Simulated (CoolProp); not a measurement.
A Linde-Hampson liquefier for dry air: isothermal reversible compression at 300 K from 1 atm to 15 MPa, throttling to 1 atm, return gas leaving the recuperator 10 K below the feed. Each further row changes one setting.

Computed with CoolProp (reference Helmholtz-energy equation of state, Lemmon 2000). It is a pseudo-pure fit of the blend.

```tsv
case	liquid yield per pass	compression work (kJ/kg of gas)
as stated	___	429
high pressure 30 MPa	___	___
warm-end temperature 330 K	___	474
warm-end gap 15 K	___	429
```

Question: Complete the blanks.

Answer: 
- as stated, liquid yield per pass: 0.043
- high pressure 30 MPa, liquid yield per pass: 0.077
- high pressure 30 MPa, compression work (kJ/kg of gas): 491
- warm-end temperature 330 K, liquid yield per pass: 0.027
- warm-end gap 15 K, liquid yield per pass: 0.032
